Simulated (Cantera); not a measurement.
Input: 1 mol SiC, 3.3 mol N2O, 690 mol N2, at 25.0 Pa.

Cantera equilibrium calculation (NASA polynomials, part measured and part estimated; ideal gas, pure solids and liquids). Candidate condensed phases: C, Si, SiC, SiO2, Si2N2O, Si3N4; 34 gas species. The tables hold silica as quartz up to 1696 K and as liquid above; real silica turns to tridymite and cristobalite and melts near 1996 K. Kinetics and transport are ignored.

Question: Which condensed phases are stable at each of these points (T (°C)): 1352, 1402, 1452, 1502, 1552, 1602, 1652, 1702, 1752, 1802, 1852, 1902?

Answer: 
```json
[
 {"T (°C)": "1352", "condensed phases": "SiO2(β-quartz)", "Si condensed (%)": "92.6"},
 {"T (°C)": "1402", "condensed phases": "SiO2(β-quartz)", "Si condensed (%)": "83.3"},
 {"T (°C)": "1452", "condensed phases": "SiO2(condensed)", "Si condensed (%)": "66.1"},
 {"T (°C)": "1502", "condensed phases": "SiO2(condensed)", "Si condensed (%)": "28.0"},
 {"T (°C)": "1552", "condensed phases": "gas only", "Si condensed (%)": "0.0"},
 {"T (°C)": "1602", "condensed phases": "gas only", "Si condensed (%)": "0.0"},
 {"T (°C)": "1652", "condensed phases": "gas only", "Si condensed (%)": "0.0"},
 {"T (°C)": "1702", "condensed phases": "gas only", "Si condensed (%)": "0.0"},
 {"T (°C)": "1752", "condensed phases": "gas only", "Si condensed (%)": "0.0"},
 {"T (°C)": "1802", "condensed phases": "gas only", "Si condensed (%)": "0.0"},
 {"T (°C)": "1852", "condensed phases": "gas only", "Si condensed (%)": "0.0"},
 {"T (°C)": "1902", "condensed phases": "gas only", "Si condensed (%)": "0.0"}
]
```

From 1352 °C to 1402 °C the condensed part is SiO2(β-quartz). From 1452 °C to 1502 °C the condensed part is SiO2(condensed). From 1552 °C to 1902 °C nothing is condensed.
